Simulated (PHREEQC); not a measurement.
Consider water at 25 °C with 0.0032 mol NaHSO4, 0.00063 mol AlCl3 and 6e-05 mol H2SiF6 per kg of water. It is in equilibrium with CO2 at log p = -1 (atm). Otherwise closed; pH follows from the charge balance.

Equilibrium calculation in PHREEQC: ion-association model, phreeqc.dat.

Problem. The ionic strength comes out as 0.0103 mol/kgw. What activity coefficients do NaSO4-, AlF+2, H+, SO4-2, Na+ get?

Solution. NaSO4- 0.90, AlF+2 0.67, H+ 0.91, SO4-2 0.66, Na+ 0.90.

Precipitation was switched off in this run. Species that the database lacks are ignored. SiF6-2 is the database's only silicon fluoride. Fluoro complexes past AlF4- and FeF3 are missing from the database.
